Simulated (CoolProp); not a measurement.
The numbers come from the reference Helmholtz-energy equation of state, Setzmann 1991 in CoolProp.

Give the vapour pressure (MPa), liquid density (kg/m³), enthalpy of vaporisation (kJ/kg), liquid cp (kJ/(kg K)) of saturated methane at -151.95, -146.35, -113.25 °C.


```tsv
T (°C)	p (MPa)	liquid density (kg/m³)	enthalpy of vaporisation (kJ/kg)	liquid cp (kJ/(kg K))
-151.95	0.208	408	492	3.56
-146.35	0.302	399	480	3.62
-113.25	1.59	337	373	4.43
```
